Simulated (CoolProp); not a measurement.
Properties of ethanol along the isobar 157 bar (Tc = 514.7 K, pc = 62.68 bar, ω = 0.644).

Model: reference Helmholtz-energy equation of state, Schroeder 2014, in CoolProp.

| T (K) | phase | density (kg/m³) | cp (kJ/(kg K)) | conductivity (mW/(m K)) | Prandtl number | fugacity coefficient |
|---|---|---|---|---|---|---|
| 260.6 | liquid | 827.9 | 2.174 | 180 | 31.7 | 6.028e-5 |
| 282.2 | liquid | 810.8 | 2.304 | 175 | 21.5 | 0.0002757 |
| 303.7 | liquid | 793.8 | 2.458 | 170 | 15.4 | 0.0009819 |
| 325.3 | liquid | 776.4 | 2.636 | 167 | 11.7 | 0.002892 |
| 346.8 | liquid | 758.3 | 2.830 | 163 | 9.22 | 0.007228 |
| 368.3 | liquid | 739.1 | 3.038 | 160 | 7.52 | 0.01583 |
| 389.9 | liquid | 718.1 | 3.261 | 157 | 6.29 | 0.03111 |
| 411.4 | liquid | 694.9 | 3.491 | 154 | 5.35 | 0.05543 |
| 433 | liquid | 668.6 | 3.706 | 150 | 4.57 | 0.09121 |
| 454.5 | liquid | 639.2 | 3.887 | 147 | 3.91 | 0.1395 |
| 476.1 | liquid | 606.2 | 4.053 | 144 | 3.35 | 0.2009 |
| 497.6 | liquid | 569.1 | 4.276 | 141 | 2.94 | 0.2739 |
| 519.1 | supercritical | 525.0 | 4.655 | 138 | 2.67 | 0.3559 |
| 540.7 | supercritical | 467.9 | 5.260 | 134 | 2.49 | 0.4430 |
| 562.2 | supercritical | 395.0 | 5.752 | 129 | 2.27 | 0.5279 |

Viscosity comes from a separate model (Kiselev 2005). Thermal conductivity comes from a separate model (Assael 2013).
